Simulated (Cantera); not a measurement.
Cantera run:

```python
import numpy as np
import cantera as ct

gas_names = [...]  # 136 gases of nasa_gas.yaml made of C, H, N, O
cond_names = """
    C(gr) C6H6(L) C7H8(L) C8H18(L),n-octa H2O(s) H2O(L)
""".split()


# ... load() reads the species with a 1 bar reference pressure and builds the phases ...
atoms = {
    'CO': {'C': 1, 'O': 1},
    'H2O': {'H': 2, 'O': 1},
    'N2': {'N': 2},
}
top_T = {'C(gr)': 4500}  # K; cautious upper limits of use, not melting points


# ... equilibrate(T, P, feed) seeds the gas with the atoms and calls Mixture.equilibrate('TP', solver="vcs", rtol=1e-11, max_steps=5000) ...
results = []
feed = {'CO': 1, 'H2O': 0.29, 'N2': 11}  # mol
T = 1873.15  # K
P = 1800  # Pa
mix = equilibrate(T, P, feed)
results.append((T, P, feed, dict(zip(mix.species_names, mix.species_moles))))
print(gas.report(threshold=1e-05))
for i in range(1, mix.n_phases):
    print(f"{mix.phase(i).name:16s} {mix.phase_moles(i):12.5e} mol")
```

Output:

```
       temperature   1873.2 K
          pressure   1800 Pa
           density   0.0032095 kg/m^3
  mean mol. weight   27.769 kg/kmol
   phase of matter   gas

                          1 kg             1 kmol
                     ---------------   ---------------
          enthalpy        1.3325e+06        3.7003e+07  J
   internal energy        7.7167e+05        2.1429e+07  J
           entropy             10344        2.8725e+05  J/K
    Gibbs function       -1.8043e+07       -5.0106e+08  J
 heat capacity c_p            1304.2             36218  J/K
 heat capacity c_v            1004.8             27904  J/K

                      mass frac. Y      mole frac. X     chem. pot. / RT
                     ---------------   ---------------   ---------------
                CO          0.068717          0.068127           -41.282
               CO2          0.020945          0.013216            -64.95
                 H        1.9908e-05        0.00054846           -13.818
                H2        0.00094145          0.012968           -27.636
               H2O         0.0067015           0.01033           -51.304
                N2           0.90265           0.89477            -30.85
                OH        2.0778e-05        3.3927e-05           -37.486
     [ +129 minor]        9.2288e-06        9.0237e-06

C(gr)             0.00000e+00 mol
```

Equilibrium computed with Cantera from the NASA thermochemical tables; the gas is ideal and each condensed phase is pure.
